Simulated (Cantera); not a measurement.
Charge: 1 mol Fe₃O₄, 4.8 mol CH₄, 2 mol CO, held at 1373.15 K.

Equilibrium computed with Cantera from the NASA thermochemical tables; the gas is ideal and each condensed phase is pure. Candidate condensed phases: C, C₆H₆, C₇H₈, C₈H₁₈, Fe, Fe(CO)₅, FeO, Fe(OH)₂, Fe(OH)₃, Fe₂O₃, Fe₃O₄, H₂O; 114 gas species. Condensed phases not in the tables: cementite and carbon dissolved in iron. Kinetics and transport are ignored.

log p: log10 of the partial pressure in bar; n: condensed amount in mol.

| P (Pa) | log p H₂ | log p CO | log p CH₄ | log p H₂O | log p CO₂ | log p H | n C(graphite) | n Fe(γ) |
|---|---|---|---|---|---|---|---|---|
| 10 | -4.21 | -4.42 | -10.72 | -10.96 | (withheld) | -7.58 | 0.800 | 3.00 |
| 100 | -3.21 | -3.41 | -8.72 | -8.96 | (withheld) | -7.08 | 0.800 | 3.00 |
| 1000 | -2.21 | -2.41 | -6.72 | -6.96 | (withheld) | -6.58 | 0.800 | 3.00 |
| 10000 | -1.21 | -1.42 | -4.72 | -4.96 | (withheld) | -6.08 | 0.799 | 3.00 |
| 100000 | -0.21 | -0.42 | -2.72 | -2.96 | (withheld) | -5.58 | 0.793 | 3.00 |
| 1000000 | 0.77 | 0.58 | -0.76 | -0.98 | (withheld) | -5.09 | 0.743 | 3.00 |

**Question.** Some entries are withheld; supply them.

**Answer.** 
- 10, log p CO₂: -11.47
- 100, log p CO₂: -9.47
- 1000, log p CO₂: -7.47
- 10000, log p CO₂: -5.47
- 100000, log p CO₂: -3.48
- 1000000, log p CO₂: -1.49
